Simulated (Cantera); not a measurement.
A closed system holds: 1 mol SiH4, 5.8 mol H2, equilibrated at 0.133 bar.

Cantera equilibrium calculation (NASA polynomials, part measured and part estimated; ideal gas, pure solids and liquids). Candidate condensed phases: Si; 9 gas species. Gases not in the tables: Si2H6 and higher silanes. Equilibrium is a limit: real reactors are often held back by kinetics, nucleation or transport.

Problem. Which condensed phases are stable at each of these points (T (K)): 1148, 1198, 1248, 1298, 1348, 1398, 1448, 1498, 1548, 1598, 1648, 1698, 1748, 1798?

Solution. 
```json
[
 {"T (K)": "1148", "condensed phases": "Si(s)", "Si condensed (%)": "100.0"},
 {"T (K)": "1198", "condensed phases": "Si(s)", "Si condensed (%)": "100.0"},
 {"T (K)": "1248", "condensed phases": "Si(s)", "Si condensed (%)": "100.0"},
 {"T (K)": "1298", "condensed phases": "Si(s)", "Si condensed (%)": "100.0"},
 {"T (K)": "1348", "condensed phases": "Si(s)", "Si condensed (%)": "100.0"},
 {"T (K)": "1398", "condensed phases": "Si(s)", "Si condensed (%)": "100.0"},
 {"T (K)": "1448", "condensed phases": "Si(s)", "Si condensed (%)": "100.0"},
 {"T (K)": "1498", "condensed phases": "Si(s)", "Si condensed (%)": "100.0"},
 {"T (K)": "1548", "condensed phases": "Si(s)", "Si condensed (%)": "100.0"},
 {"T (K)": "1598", "condensed phases": "Si(s)", "Si condensed (%)": "100.0"},
 {"T (K)": "1648", "condensed phases": "Si(s)", "Si condensed (%)": "100.0"},
 {"T (K)": "1698", "condensed phases": "Si(l)", "Si condensed (%)": "100.0"},
 {"T (K)": "1748", "condensed phases": "Si(l)", "Si condensed (%)": "100.0"},
 {"T (K)": "1798", "condensed phases": "Si(l)", "Si condensed (%)": "100.0"}
]
```

From 1148 K to 1648 K the condensed part is Si(s). From 1698 K to 1798 K the condensed part is Si(l).
